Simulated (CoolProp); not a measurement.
Vapour-liquid equilibrium of n-hexane (1) + m-xylene (2) at 397.8 K; x and y are mole fractions of (1).

Model: multi-fluid Helmholtz-energy mixture model, Thol 2019 and Zhou 2012; pair parameters Bell 2016, in CoolProp.

Problem. Give the bubble pressure and the first vapour's composition at x = 0.2, 0.35, 0.65. Is there an azeotrope?

Solution. x = 0.2: 1.522 bar, y = 0.632; x = 0.35: 2.187 bar, y = 0.785; x = 0.65: 3.302 bar, y = 0.910. No azeotrope shows between x = 0.05 and 0.95.

The pair parameters rest on a limited set of measurements; away from them the model extrapolates.
